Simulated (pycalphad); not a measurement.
All values are pycalphad results on the COST 507 light-alloy database (1999) (1 atm), not direct measurements. The database dates from 1999; later assessments differ in places, in temperatures and in the compounds included. Amounts are mole fractions of atoms.

Question: Give the equilibrium state of Al-21.41Si (wt.%) at 577 °C.

Answer: fcc, fraction 0.805, with 1.5 Si wt.%; diamond (Si), fraction 0.195, with >99.99 Si wt.%.

Question: Give the equilibrium state of Al-21.41Si (wt.%) at 677 °C.

Answer: liquid, fraction 0.973, with 19.2 Si wt.%; diamond (Si), fraction 0.027, with >99.99 Si wt.%.
